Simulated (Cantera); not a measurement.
A diamond (100) surface in a fixed gas of H2 with x(CH4) = 0.0023, x(H) = 0.00027, x(CH3) = 0.00082, 0.0250 bar; coverages are run to steady state.

Cantera simulation using the Harris–Goodwin 1993 mechanism for the reconstructed diamond (100) surface; the numbers are that mechanism's predictions, not measurements.

θ: site fractions in the mechanism's names (c6HH fully hydrogenated, c6H* and c6*H radical sites, c6** diradical, c6HM methylated).

```tsv
T (K)	growth (µm/h)	θ c6HH	θ c6H*	θ c6*H	θ c6**	θ c6HM
925	___	0.227	0.00389	0.100	0.000916	0.525
975	___	0.300	0.00724	0.159	0.00184	0.397
1025	___	0.410	0.0134	0.256	0.00360	0.224
1075	___	0.490	0.0206	0.347	0.00574	0.0884
1125	___	0.515	0.0265	0.397	0.00748	0.0287
1175	___	0.517	0.0311	0.419	0.00875	0.00892
1225	___	0.516	0.0348	0.425	0.00973	0.00283
1275	___	0.520	0.0379	0.422	0.0106	0.000925
1325	___	0.530	0.0403	0.414	0.0112	0.000315
1375	___	0.543	0.0423	0.401	0.0112	0.000115
```

Fill in the missing entries.


- 925, growth (µm/h): 1.70
- 975, growth (µm/h): 2.09
- 1025, growth (µm/h): 1.87
- 1075, growth (µm/h): 1.22
- 1125, growth (µm/h): 0.772
- 1175, growth (µm/h): 0.599
- 1225, growth (µm/h): 0.538
- 1275, growth (µm/h): 0.443
- 1325, growth (µm/h): 0.271
- 1375, growth (µm/h): 0.124
